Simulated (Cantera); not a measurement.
A perfectly stirred reactor is fed with NO : N₂ = 1 : 6.4 (molar parts), at 0.987 atm; it is held at 1800 K, and followed from long to short residence time.

Detailed kinetics in Cantera: GRI-Mech 3.0 (53 species, 325 reactions).

Task: What does this change do: 0.088 parts H2O added?

Result: 
| quantity | before | after |
|---|---|---|
| x(NO) at τ = 18.0 s | 0.0687 | 0.0676 |
| x(N₂O) at τ = 18.0 s | 2.07e-6 | 1.87e-6 |
| x(N₂) at τ = 18.0 s | 0.898 | 0.888 |
| x(O) at τ = 18.0 s | 2.26e-5 | 2.24e-5 |
| x(NO₂) at τ = 18.0 s | 6.90e-5 | 6.72e-5 |
| x(NO) at τ = 49.0 ms | 0.135 | 0.133 |
| x(N₂O) at τ = 49.0 ms | 7.45e-6 | 6.65e-6 |
| x(N₂) at τ = 49.0 ms | 0.865 | 0.855 |
| x(O) at τ = 49.0 ms | 5.17e-6 | 2.59e-6 |
| x(NO₂) at τ = 49.0 ms | 2.95e-5 | 1.43e-5 |

Task: What does this change do: pressure from 0.987 atm to 0.0415 atm?

Result: 
| quantity | before | after |
|---|---|---|
| x(NO) at τ = 18.0 s | 0.0687 | 0.125 |
| x(N₂O) at τ = 18.0 s | 2.07e-6 | 5.98e-6 |
| x(N₂) at τ = 18.0 s | 0.898 | 0.870 |
| x(O) at τ = 18.0 s | 2.26e-5 | 5.10e-5 |
| x(NO₂) at τ = 18.0 s | 6.90e-5 | 1.07e-5 |
| x(NO) at τ = 49.0 ms | 0.135 | 0.135 |
| x(N₂O) at τ = 49.0 ms | 7.45e-6 | 4.00e-6 |
| x(N₂) at τ = 49.0 ms | 0.865 | 0.865 |
| x(O) at τ = 49.0 ms | 5.17e-6 | 9.41e-6 |
| x(NO₂) at τ = 49.0 ms | 2.95e-5 | 1.87e-6 |
Radical loss at walls, strong at low pressure, is not modelled.
